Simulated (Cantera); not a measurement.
A perfectly stirred reactor is fed with CH3OH : O2 : N2 = 0.0072 : 0.047 : 1.7 (molar parts), equivalence ratio 0.23, at 4280 Torr; it is held at 1573 K, and followed from long to short residence time.

Model: GRI-Mech 3.0 (53 species, 325 reactions), integrated in Cantera. GRI-Mech 3.0 was tuned for natural gas; its chemistry of methanol as a main component is partial and can be far from experiment.

One state of this run: x CH3OH = 1.02e-6; x O2 = 0.0206; x C2H4 = <1e-12; x CO = 4.80e-5; x HCN = 9.11e-12. x: mole fraction; the columns are a selection and need not sum to one.

### Question
Which value of τ (s) does it belong to?
A. 0.012
B. 0.26
C. 0.093
D. 0.74

### Answer
C, 0.093
